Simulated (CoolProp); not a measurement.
A simple Rankine cycle with R227EA: condensing at 308.15 K, boiler at 1.49 MPa, turbine inlet 348.4 K, turbine efficiency 0.7, pump efficiency 0.7, no recuperator. Each further row changes one setting.

Model: reference Helmholtz-energy equation of state, Lemmon 2016, in CoolProp.

| case | thermal efficiency (%) | net work (kJ/kg) | heat in (kJ/kg) | turbine exit temperature (K) | volume ratio over the turbine |
|---|---|---|---|---|---|
| as stated | 5.5 | 7.16 | 129 | 325.9 | 2.81 |
| turbine inlet 368.4 K | 5.4 | 8.23 | 151 | 348.5 | 2.66 |
| condensing temperature 300.15 K | 6.7 | 9.28 | 139 | 321.4 | 3.60 |
| boiler pressure 1.04 MPa | 3.5 | 4.84 | 137 | 337.0 | 1.79 |
| turbine efficiency 0.6 | 4.6 | 6.00 | 129 | 327.2 | 2.83 |
